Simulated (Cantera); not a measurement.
Input: 1 mol C₂H₆, 1.1 mol O₂, 0.07 mol H₂O, equilibrated at 2073 K and 10.0 mbar.

Method: chemical equilibrium by Gibbs-energy minimisation in Cantera with the NASA 1993 tables (ideal gas, pure condensed phases). Candidate condensed phases: C, C₆H₆, C₇H₈, C₈H₁₈, H₂O; 110 gas species. Rates play no part.

Base state: H₂ 0.544, CO 0.384, H₂O 0.0459, H 0.0194, CO₂ 0.00668, OH 0.000186 (mole fractions); condensed: gas only.

What changes in the equilibrium state with this change: H₂O from 0.07 to 0.19 mol?


```csv
species,before,after
H₂,0.544,0.534
CO,0.384,0.372
H₂O,0.0459,0.0648
H,0.0194,0.0192
OH,0.000186,0.000265
CO₂,0.00668,0.00932
```

What changes in the equilibrium state with this change: temperature from 2073 K to 2148 K?


```csv
species,before,after
H₂,0.544,0.535
CO,0.384,0.382
H₂O,0.0459,0.0457
H,0.0194,0.0305
O,4.76e-6,1.35e-5
OH,0.000186,0.000335
```

What changes in the equilibrium state with this change: temperature from 2073 K to 775 K?


```csv
species,before,after
H₂,0.544,0.602
CO,0.384,0.220
CO₂,0.00668,0.110
H,0.0194,<1e-9
H₂O,0.0459,0.0598
CH₄,<1e-9,0.00742
OH,0.000186,<1e-9
"C(graphite), mol",0,0.468
```
